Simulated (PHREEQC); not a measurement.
Consider water at 90 °C with 6.2 mmol/kgw CaSO4, 37 mmol/kgw Na2SO4 and 190 mmol/kgw NaCl. Closed to the air; pH follows from the charge balance.

Computed with PHREEQC (Pitzer model, pitzer.dat).

The ionic strength comes out as 0.326 mol/kgw. What activity coefficients do Ca+2, SO4-2, OH-, HSO4-, Cl- get?

Ca+2 0.14, SO4-2 0.14, OH- 0.63, HSO4- 0.65, Cl- 0.66. Single-ion values are on the MacInnes scale.

This is a speciation only: nothing precipitates in the calculation. Species that the database lacks are ignored. Constants without temperature data keep their 25 °C values here.
